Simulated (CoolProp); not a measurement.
Model: reference Helmholtz-energy equation of state, Akasaka 2024, in CoolProp.

Task: For R1132(E), give the phase and the Z, cv (kJ/(kg K)), speed of sound (m/s), Joule-Thomson coefficient (K/MPa) at 285.1 K and 4.41 bar; 289.1 K and 4.41 bar; 325.4 K and 4.41 bar.

Result: 
- 285.1 K and 4.41 bar: gas; Z 0.938, cv 0.817, speed of sound 199, Joule-Thomson coefficient 18.9
- 289.1 K and 4.41 bar: gas; Z 0.941, cv 0.822, speed of sound 200, Joule-Thomson coefficient 18.1
- 325.4 K and 4.41 bar: gas; Z 0.961, cv 0.872, speed of sound 214, Joule-Thomson coefficient 12.6
